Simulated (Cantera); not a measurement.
An isothermal, constant-pressure homogeneous reactor starts with CH₄ : CO₂ : H₂ = 1 : 1.8 : 0.48 (molar parts), at 1625 K and 0.987 atm. Integrator tolerance rtol = 1e-08.

Computed with Cantera and GRI-Mech 3.0 (53 species, 325 reactions).

**Question.** What does this change do: temperature 1625 to 1973 K?

**Answer.** 
```
quantity                                           before                                      after
-----------------  --------------------------------------  -----------------------------------------
x(CH₄) at 2.00 s   0.0147 (gas-phase equilibrium 2.37e-7)    9.78e-9 (gas-phase equilibrium 1.11e-8)
x(CO₂) at 2.00 s    0.0770 (gas-phase equilibrium 0.0455)      0.0360 (gas-phase equilibrium 0.0360)
x(H₂) at 2.00 s       0.290 (gas-phase equilibrium 0.364)        0.354 (gas-phase equilibrium 0.354)
x(HO₂) at 2.00 s    <1e-12 (gas-phase equilibrium <1e-12)  5.95e-12 (gas-phase equilibrium 5.95e-12)
x(C₂H₆) at 2.00 s  2.80e-6 (gas-phase equilibrium <1e-12)      <1e-12 (gas-phase equilibrium <1e-12)
```

**Question.** What does this change do: temperature 1625 to 1223 K?

**Answer.** 
| quantity | before | after |
|---|---|---|
| x(CH₄) at 2.00 s | 0.0147 (gas-phase equilibrium 2.37e-7) | 0.304 (gas-phase equilibrium 8.33e-5) |
| x(CO₂) at 2.00 s | 0.0770 (gas-phase equilibrium 0.0455) | 0.547 (gas-phase equilibrium 0.0683) |
| x(H₂) at 2.00 s | 0.290 (gas-phase equilibrium 0.364) | 0.145 (gas-phase equilibrium 0.386) |
| x(HO₂) at 2.00 s | <1e-12 (gas-phase equilibrium <1e-12) | <1e-12 (gas-phase equilibrium <1e-12) |
| x(C₂H₆) at 2.00 s | 2.80e-6 (gas-phase equilibrium <1e-12) | 5.65e-5 (gas-phase equilibrium 1.59e-11) |

**Question.** What does this change do: temperature 1625 to 2175 K?

**Answer.** 
| quantity | before | after |
|---|---|---|
| x(CH₄) at 2.00 s | 0.0147 (gas-phase equilibrium 2.37e-7) | 2.67e-9 (gas-phase equilibrium 3.01e-9) |
| x(CO₂) at 2.00 s | 0.0770 (gas-phase equilibrium 0.0455) | 0.0325 (gas-phase equilibrium 0.0325) |
| x(H₂) at 2.00 s | 0.290 (gas-phase equilibrium 0.364) | 0.349 (gas-phase equilibrium 0.349) |
| x(HO₂) at 2.00 s | <1e-12 (gas-phase equilibrium <1e-12) | 1.16e-10 (gas-phase equilibrium 1.16e-10) |
| x(C₂H₆) at 2.00 s | 2.80e-6 (gas-phase equilibrium <1e-12) | <1e-12 (gas-phase equilibrium <1e-12) |
